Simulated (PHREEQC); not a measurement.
1 kg of water holding 0.21 mol/kgw Na2CO3, 0.087 mol/kgw Na2SO4 and 0.005 mol/kgw NaCl is evaporated at 25 °C; the solids stay in contact with the brine. CO2 is held at log p = -3.4 (atm). Solids allowed: Burkeite, Halite, Mirabilite, Nahcolite, Natron, Thenardite, Trona. Others were left out.

Equilibrium calculation in PHREEQC: Pitzer model, pitzer.dat.

```json
[
 {"water left (kg)": "0.9992", "ionic strength": "0.851", "water activity": "0.987", "Trona (mol)": "0"},
 {"water left (kg)": "0.8212", "ionic strength": "1.04", "water activity": "0.985", "Trona (mol)": "0"},
 {"water left (kg)": "0.6749", "ionic strength": "1.27", "water activity": "0.982", "Trona (mol)": "0"},
 {"water left (kg)": "0.5546", "ionic strength": "1.55", "water activity": "0.978", "Trona (mol)": "0"},
 {"water left (kg)": "0.4558", "ionic strength": "1.89", "water activity": "0.974", "Trona (mol)": "0"},
 {"water left (kg)": "0.3746", "ionic strength": "2.31", "water activity": "0.970", "Trona (mol)": "0"},
 {"water left (kg)": "0.3078", "ionic strength": "2.82", "water activity": "0.964", "Trona (mol)": "0"},
 {"water left (kg)": "0.253", "ionic strength": "3.44", "water activity": "0.957", "Trona (mol)": "0"},
 {"water left (kg)": "0.2079", "ionic strength": "4.20", "water activity": "0.948", "Trona (mol)": "0"},
 {"water left (kg)": "0.1708", "ionic strength": "5.12", "water activity": "0.938", "Trona (mol)": "0"},
 {"water left (kg)": "0.1403", "ionic strength": "6.23", "water activity": "0.924", "Trona (mol)": "0"},
 {"water left (kg)": "0.1153", "ionic strength": "7.59", "water activity": "0.906", "Trona (mol)": "0"},
 {"water left (kg)": "0.09473", "ionic strength": "9.25", "water activity": "0.883", "Trona (mol)": "0"},
 {"water left (kg)": "0.07718", "ionic strength": "10.5", "water activity": "0.864", "Trona (mol)": "0.0144"},
 {"water left (kg)": "0.06197", "ionic strength": "11.0", "water activity": "0.857", "Trona (mol)": "0.0448"},
 {"water left (kg)": "0.04949", "ionic strength": "11.5", "water activity": "0.849", "Trona (mol)": "0.0696"},
 {"water left (kg)": "0.03498", "ionic strength": "11.6", "water activity": "0.846", "Trona (mol)": "0.0914"},
 {"water left (kg)": "0.02233", "ionic strength": "11.6", "water activity": "0.844", "Trona (mol)": "0.110"}
]
```

Trona from water left = 0.07718 kg (pH 10.06); Mirabilite from water left = 0.03498 kg (pH 9.99).
